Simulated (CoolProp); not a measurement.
A simple Rankine cycle with ammonia: condensing at 328.15 K, boiler at 6.76 MPa, turbine inlet 417.1 K, turbine efficiency 0.65, pump efficiency 0.8, no recuperator. Each further row changes one setting.

Computed with CoolProp (reference Helmholtz-energy equation of state, Gao 2020).

| case | thermal efficiency (%) | net work (kJ/kg) | heat in (kJ/kg) | turbine exit temperature (K) | volume ratio over the turbine |
|---|---|---|---|---|---|
| as stated | 7.6 | 88.6 | 1160 | 340.7 | 2.60 |
| turbine inlet 437.1 K | 8.0 | 99.0 | 1230 | 360.2 | 2.59 |
| condensing temperature 320.15 K | 8.7 | 105 | 1200 | 328.4 | 3.12 |
| boiler pressure 4.73 MPa | 5.7 | 69.3 | 1230 | 367.5 | 1.88 |
| turbine efficiency 0.55 | 6.3 | 73.4 | 1160 | 345.1 | 2.66 |
